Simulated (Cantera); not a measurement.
Premixed flame

A freely propagating, adiabatic, planar premixed flame of 6.76 % CH₄, 19.6 % O₂, 73.6 % N₂, unburnt at 548 K and 1.00 bar; mixture-averaged transport, grid criteria slope 0.08 and curve 0.16, no radiation.

Detailed kinetics in Cantera: GRI-Mech 3.0 (53 species, 325 reactions). Burning velocities carry a grid error of a few per cent, more on coarse grids.

```csv
z (mm),T (K),u (m/s),x CH₄,x O₂,x NO₂,x C₂H₄,x CH₂,x CH₂O
-1.35,548,0.691,0.0675,0.196,<1e-8,1.92e-8,<1e-8,2.28e-7
-0.898,551,0.695,0.0672,0.195,<1e-8,2.58e-7,<1e-8,3.01e-6
-0.673,561,0.708,0.0666,0.195,<1e-8,1.39e-6,<1e-8,1.56e-5
-0.449,616,0.780,0.0631,0.190,2.92e-8,1.18e-5,<1e-8,0.000117
-0.224,916,1.17,0.0453,0.165,4.44e-8,0.000108,6.03e-8,0.000682
-0.112,1242,1.59,0.0258,0.134,1.64e-8,0.000208,2.30e-6,0.000883
0,1570,2.02,0.00646,0.0975,<1e-8,0.000115,1.64e-5,0.000543
0.112,1714,2.20,0.000481,0.0767,<1e-8,5.08e-6,3.87e-6,7.54e-5
0.224,1767,2.26,2.01e-5,0.0697,<1e-8,6.89e-8,2.11e-7,3.71e-6
0.449,1833,2.34,4.84e-8,0.0652,<1e-8,<1e-8,<1e-8,1.02e-8
0.898,1903,2.42,<1e-8,0.0627,<1e-8,<1e-8,<1e-8,<1e-8
1.80,1959,2.48,<1e-8,0.0614,<1e-8,<1e-8,<1e-8,<1e-8
3.59,1991,2.51,<1e-8,0.0609,1.25e-8,<1e-8,<1e-8,<1e-8
```
x: mole fraction of selected species; z is measured from the peak of heat release.

The laminar burning velocity is 69.0 cm/s, the thermal thickness is 0.449 mm and the peak x(C₂H₄) is 0.000216. The peak x(CH₂) is 1.65e-5. The peak x(CH₂O) comes out as 0.000884 and the grid points is 132.
